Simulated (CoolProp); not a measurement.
Vapour-liquid equilibrium of CH2F2 (R32) (1) + R227EA (2) at 1.42 bar; x and y are mole fractions of (1).

The numbers come from the multi-fluid Helmholtz-energy mixture model, Tillner-Roth 1997 and Lemmon 2016; pair parameters Bell 2016 in CoolProp.

```
x      bubble temperature, mixture model (°C)  bubble temperature, Raoult's law (°C)  y, mixture model  y, Raoult's law
-----  --------------------------------------  -------------------------------------  ----------------  ---------------
0.05                                        ?                                  -12.1             0.206            0.190
0.125                                   -19.1                                  -17.2                 ?            0.397
0.2                                     -24.3                                  -21.4                 ?            0.543
0.275                                   -28.4                                  -25.0             0.685            0.649
0.35                                    -31.7                                  -28.1             0.755            0.729
0.425                                   -34.3                                  -30.8             0.805            0.790
0.5                                         ?                                  -33.3                 ?            0.839
0.575                                       ?                                  -35.5             0.871            0.878
0.65                                    -39.6                                  -37.5             0.896            0.909
0.725                                   -40.8                                  -39.3                 ?            0.935
0.8                                     -42.0                                  -41.0                 ?            0.957
0.875                                   -43.0                                  -42.5             0.959            0.975
0.95                                    -44.1                                  -43.9             0.982            0.991
```

Question: What belongs in the gaps?

Answer: 
- 0.05, bubble temperature, mixture model (°C): -12.9
- 0.125, y, mixture model: 0.432
- 0.2, y, mixture model: 0.584
- 0.5, bubble temperature, mixture model (°C): -36.4
- 0.5, y, mixture model: 0.842
- 0.575, bubble temperature, mixture model (°C): -38.1
- 0.725, y, mixture model: 0.917
- 0.8, y, mixture model: 0.938

The largest gap from Raoult's law is -3.6 K in bubble temperature, at x = 0.35. No azeotrope shows between x = 0.05 and 0.95.

Pair parameters are fitted to limited data, so mixtures are less certain than the pure fluids.
